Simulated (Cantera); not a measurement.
Feed: 1 mol AlN, 5.9 mol H2, at 2975 K and 76.0 mbar.

Cantera equilibrium calculation (NASA polynomials, part measured and part estimated; ideal gas, pure solids and liquids). Candidate condensed phases: Al, AlN; 13 gas species. Kinetics and transport are ignored.

Base state: H2 0.470, H 0.364, Al 0.109, N2 0.0553, AlH 0.00137, N 1.01e-5 (mole fractions); condensed: gas only.

**Question.** What changes in the equilibrium state with this change: temperature from 2975 K to 2673 K?

**Answer.** 
```json
[
 {"species": "H2", "before": "0.470", "after": "0.661"},
 {"species": "H", "before": "0.364", "after": "0.151"},
 {"species": "Al", "before": "0.109", "after": "0.123"},
 {"species": "N2", "before": "0.0553", "after": "0.0625"},
 {"species": "N", "before": "1.01e-5", "after": "1.19e-6"},
 {"species": "Al2", "before": "9.02e-6", "after": "2.51e-5"},
 {"species": "AlH", "before": "0.00137", "after": "0.00254"}
]
```

**Question.** What changes in the equilibrium state with this change: temperature from 2975 K to 2123.15 K?

**Answer.** 
```
species       before    after
-----------  -------  -------
H2             0.470    0.904
Al             0.109   0.0528
N2            0.0553   0.0279
H              0.364   0.0124
N            1.01e-5  2.92e-9
Al2          9.02e-6  3.53e-5
AlH          0.00137  0.00300
AlN(s), mol        0    0.639
```
